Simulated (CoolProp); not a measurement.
Vapour-liquid equilibrium of benzene (1) + p-xylene (2) at 472.8 K; x and y are mole fractions of (1).

Values from CoolProp's multi-fluid Helmholtz-energy mixture model, Thol 2012 and Zhou 2012; pair parameters Bell 2016.

Q: Give the bubble pressure and the first vapour's composition at x = 0.25, 0.45, 0.85. Is there an azeotrope?

A: x = 0.25: 0.6357 MPa, y = 0.483; x = 0.45: 0.8318 MPa, y = 0.695; x = 0.85: 1.257 MPa, y = 0.938. No azeotrope shows between x = 0.05 and 0.95.

The pair parameters rest on a limited set of measurements; away from them the model extrapolates.
